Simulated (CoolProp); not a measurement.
A single-stage vapour-compression cycle with the fluid: evaporating at 320.15 K (dew point), condensing at 359.15 K (bubble point), superheat 5 K, subcooling 5 K, compressor efficiency 0.6, no pressure losses. The same conditions are run with several fluids, on thermodynamics alone (safety and materials aside).

The numbers come from the reference Helmholtz-energy equation of state of each fluid (n-perfluorohexane: Gao 2022; R1336mzz(Z): McLinden 2020; cyclopropane: Polt 1992; cis-2-butene: Lemmon 2005; R141b: Lemmon 2006; R124: de Vries 1995) in CoolProp. The equations of Platzer and Polt are older, rougher fits.

Question: Rank n-perfluorohexane, R1336mzz(Z), cyclopropane, cis-2-butene, R141b, R124 by cooling COP, highest first.

Answer: R141b (4.41), cis-2-butene (4.23), R1336mzz(Z) (4.15), cyclopropane (3.96), R124 (3.83), n-perfluorohexane (3.71)

```tsv
fluid	pressure ratio	discharge temperature (K)	refrigerating effect (kJ/kg)	volumetric capacity (kJ/m³)
n-perfluorohexane	3.46	359.2	53.9	500
R1336mzz(Z)	3.09	362.5	118	1250
cyclopropane	2.25	383.5	287	6810
cis-2-butene	2.58	375.9	292	2770
R141b	2.94	378.7	178	1350
R124	2.50	370.2	94.4	4050
```

The compression ends wet for: n-perfluorohexane.
